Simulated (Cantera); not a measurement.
Feed: 1 mol CH3Cl, 1.1 mol HCl, 0.25 mol H2, at 800 °C and 2.00e-5 bar.

Method: chemical equilibrium by Gibbs-energy minimisation in Cantera with the NASA 1993 tables (ideal gas, pure condensed phases). Candidate condensed phases: C, C6H6, C7H8, C8H18; 91 gas species. The numbers say what is thermodynamically allowed, not how fast it happens.

Base state: HCl 0.627, H2 0.373 (mole fractions); condensed: C(graphite).

Problem. What changes in the equilibrium state with this change: temperature from 800 °C to 1152 °C?

Solution. 
```tsv
species	before	after
HCl	0.627	0.625
H2	0.373	0.373
Cl	2.92e-6	0.00128
H	1.92e-6	0.000931
C(graphite), mol	1.00	1.000
```
